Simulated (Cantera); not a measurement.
What does this Cantera script print?

```python
import numpy as np
import cantera as ct

gas_names = [...]  # 95 gases of nasa_gas.yaml made of C, F, H
cond_names = """
    C(gr) C6H6(L) C7H8(L) C8H18(L),n-octa
""".split()


# ... load() reads the species with a 1 bar reference pressure and builds the phases ...
atoms = {
    'C2F6': {'C': 2, 'F': 6},
    'H2': {'H': 2},
}
top_T = {'C(gr)': 4500}  # K; cautious upper limits of use, not melting points


# ... equilibrate(T, P, feed) seeds the gas with the atoms and calls Mixture.equilibrate('TP', solver="vcs", rtol=1e-11, max_steps=5000) ...
results = []
feed = {'C2F6': 1, 'H2': 0.28}  # mol
T = 1673.15  # K
P = 5.7  # Pa
mix = equilibrate(T, P, feed)
results.append((T, P, feed, dict(zip(mix.species_names, mix.species_moles))))
x = sorted(zip(gas.X, gas.species_names), reverse=True)
print(f"T = {T:g} K  P = {P:g} Pa  gas = {mix.phase_moles(0):.4g} mol")
print("   x: " + "  ".join(f"{s} {v:.3e}" for v, s in x if v > 0.001))
print("   condensed (mol): " + ("  ".join(f"{mix.phase(i).name} {mix.phase_moles(i):.4g}"
      for i in range(1, mix.n_phases) if mix.phase_moles(i) > 1e-12) or "none"))
```

Result:

```
T = 1673.15 K  P = 5.7 Pa  gas = 2.024 mol
   x: CF4 6.387e-01  HF 2.767e-01  CF2 4.569e-02  F 3.720e-02  CF3 1.688e-03
   condensed (mol): C(gr) 0.6117
```

Method: chemical equilibrium by Gibbs-energy minimisation in Cantera with the NASA 1993 tables (ideal gas, pure condensed phases). The feed counts by its element totals alone. Gases not in the tables: C2F6 and larger saturated fluorocarbons.
